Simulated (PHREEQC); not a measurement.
Make-up at 25 °C: 26 mmol/kgw MnSO4, 68 mmol/kgw MgSO4, 0.064 mmol/kgw NaF and 0.082 mmol/kgw Na2SO4. Closed to the air; pH follows from the charge balance.

Computed with PHREEQC (ion-association model, phreeqc.dat).

```csv
quantity,before,after
pH,6.56,7.07
ionic strength (mol/kgw),0.188,0.196
SO4-2 (mol/kgw),0.0469,0.0481
MgSO4 (mol/kgw),0.0356,0.0351
Mn+2 (mol/kgw),0.0145,0.0127
```

What was changed between the two runs?
A) NaF from 6.4e-05 to 6.4e-06 mol/kgw
B) temperature from 25 to 75 °C
C) MgSO4 replaced by Mg(NO3)2 at the same molality
D) 0.011 mol/kgw NaHCO3 added
E) NaF left out

D, 0.011 mol/kgw NaHCO3 added

No solid was allowed to form. Some of these states are supersaturated (in Rhodochrosite, for instance).
